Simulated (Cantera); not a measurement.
Charge: 1 mol C6H6, 0.75 mol H2, 2.3 mol N2, equilibrated at 2073.15 K and 750 Torr.

Method: chemical equilibrium by Gibbs-energy minimisation in Cantera with the NASA 1993 tables (ideal gas, pure condensed phases). Candidate condensed phases: C, C6H6, C7H8, C8H18; 92 gas species. Equilibrium is a limit: real reactors are often held back by kinetics, nucleation or transport.

Base state: H2 0.612, N2 0.375, HCN 0.00932, H 0.00206, C2H2 (acetylene) 0.000751, HNC 0.000602, CH4 0.000132 (mole fractions); condensed: C(graphite).

**Question.** What changes in the equilibrium state with this change: temperature from 2073.15 K to 1473 K?

**Answer.** 
| species | before | after |
|---|---|---|
| H2 | 0.612 | 0.618 |
| N2 | 0.375 | 0.380 |
| CH4 | 0.000132 | 0.00112 |
| HCN | 0.00932 | 0.000422 |
| H | 0.00206 | 9.95e-6 |
| C2H2 (acetylene) | 0.000751 | 4.02e-6 |
| HNC | 0.000602 | 6.52e-6 |
| C(graphite), mol | 5.93 | 5.99 |
